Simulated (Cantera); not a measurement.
An isothermal plug-flow reactor at 775 K and 5.00 bar (inlet), inlet velocity 1.6 m/s, active area per volume 2900 1/m; feed CO : O2 : N2 = 0.0066 : 0.08 : 0.79 (molar parts).

Detailed kinetics in Cantera: Deutschmann's 1995 Pt surface mechanism with GRI-Mech 3.0 gas chemistry. Catalytic surfaces can have several steady states; this one follows from the mechanism file's or the stated starting coverage. Mass transfer to the wall is taken as infinitely fast.

x: gas mole fraction; θ: surface coverage.

| z (m) | x CO | x O2 | x H2O | x CO2 | θ free Pt | θ O* | θ CO* |
|---|---|---|---|---|---|---|---|
| 5.4e-05 | 0.00496 | 0.0901 | <1e-12 | 0.00258 | 0.0638 | 0.912 | 0.0238 |
| 0.0001 | 0.00467 | 0.0900 | <1e-12 | 0.00287 | 0.0403 | 0.951 | 0.00863 |
| 0.0002 | 0.00435 | 0.0898 | <1e-12 | 0.00319 | 0.0318 | 0.963 | 0.00495 |
| 0.00039 | (withheld) | 0.0896 | <1e-12 | (withheld) | (withheld) | 0.970 | (withheld) |
| 0.00075 | 0.00351 | 0.0894 | <1e-12 | 0.00404 | 0.0229 | 0.975 | 0.00204 |
| 0.0014 | 0.00296 | 0.0892 | <1e-12 | 0.00459 | 0.0201 | 0.979 | 0.00132 |
| 0.0028 | 0.00224 | 0.0888 | <1e-12 | 0.00531 | 0.0176 | 0.982 | 0.000764 |
| 0.0054 | (withheld) | 0.0885 | <1e-12 | (withheld) | (withheld) | 0.984 | (withheld) |

**Question.** What belongs in the gaps?

**Answer.** 
- 0.00039, x CO: 0.00397
- 0.00039, x CO2: 0.00357
- 0.00039, θ free Pt: 0.0267
- 0.00039, θ CO*: 0.00315
- 0.0054, x CO: 0.00148
- 0.0054, x CO2: 0.00607
- 0.0054, θ free Pt: 0.0158
- 0.0054, θ CO*: 0.000408
